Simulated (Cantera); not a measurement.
Mixture: H2 : O2 : N2 = 1 : 0.333 : 1.25 (molar parts), equivalence ratio 1.5, at 1200 Torr, adiabatic and at constant pressure. Ignition delay is the time to a rise of 400 K.

Model: the H2/O2 subset of GRI-Mech 3.0, which has no nitrogen chemistry, integrated in Cantera. Where the delays flatten at high temperature, the 400 K rule measures the pace of heat release, not the induction time.

Q: Predict: delay at 1225 K; delay at 1425 K; delay at 1625 K; delay at 1825 K; delay at 2025 K.

A: 
| Item | Value |
|---|---|
| delay at 1225 K | 27.6 µs |
| delay at 1425 K | 12.2 µs |
| delay at 1625 K | 8.15 µs |
| delay at 1825 K | 7.31 µs |
| delay at 2025 K | 7.91 µs |
